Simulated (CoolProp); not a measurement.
R227EA along the isobar 3.48 MPa: Z from the reference equation and from simpler models built on Tc = 374.9 K, pc = 2.925 MPa, ω = 0.358; each cubic takes its own stable root.

Model: reference Helmholtz-energy equation of state, Lemmon 2016, in CoolProp.

```json
[
 {"T (K)": "312.9", "phase": "liquid", "reference": "0.1685", "Soave-Redlich-Kwong": "0.1859", "Peng-Robinson": "0.1644"},
 {"T (K)": "323.7", "phase": "liquid", "reference": "0.1689", "Soave-Redlich-Kwong": "0.1880", "Peng-Robinson": "0.1663"},
 {"T (K)": "334.5", "phase": "liquid", "reference": "0.1704", "Soave-Redlich-Kwong": "0.1920", "Peng-Robinson": "0.1700"},
 {"T (K)": "345.3", "phase": "liquid", "reference": "0.1735", "Soave-Redlich-Kwong": "0.1986", "Peng-Robinson": "0.1762"},
 {"T (K)": "356.1", "phase": "liquid", "reference": "0.1792", "Soave-Redlich-Kwong": "0.2094", "Peng-Robinson": "0.1864"},
 {"T (K)": "366.9", "phase": "liquid", "reference": "0.1899", "Soave-Redlich-Kwong": "0.2288", "Peng-Robinson": "0.2050"},
 {"T (K)": "377.7", "phase": "supercritical", "reference": "0.2186", "Soave-Redlich-Kwong": "0.2745", "Peng-Robinson": "0.2500"},
 {"T (K)": "388.6", "phase": "supercritical", "reference": "0.4358", "Soave-Redlich-Kwong": "0.4622", "Peng-Robinson": "0.4350"},
 {"T (K)": "399.4", "phase": "supercritical", "reference": "0.5638", "Soave-Redlich-Kwong": "0.5817", "Peng-Robinson": "0.5515"},
 {"T (K)": "410.2", "phase": "supercritical", "reference": "0.6359", "Soave-Redlich-Kwong": "0.6517", "Peng-Robinson": "0.6211"},
 {"T (K)": "421", "phase": "supercritical", "reference": "0.6873", "Soave-Redlich-Kwong": "0.7026", "Peng-Robinson": "0.6722"},
 {"T (K)": "431.8", "phase": "supercritical", "reference": "0.7271", "Soave-Redlich-Kwong": "0.7426", "Peng-Robinson": "0.7126"},
 {"T (K)": "442.6", "phase": "supercritical", "reference": "0.7594", "Soave-Redlich-Kwong": "0.7753", "Peng-Robinson": "0.7459"},
 {"T (K)": "453.4", "phase": "supercritical", "reference": "0.7864", "Soave-Redlich-Kwong": "0.8029", "Peng-Robinson": "0.7740"},
 {"T (K)": "464.2", "phase": "supercritical", "reference": "0.8094", "Soave-Redlich-Kwong": "0.8264", "Peng-Robinson": "0.7982"},
 {"T (K)": "475", "phase": "supercritical", "reference": "0.8292", "Soave-Redlich-Kwong": "0.8469", "Peng-Robinson": "0.8192"}
]
```
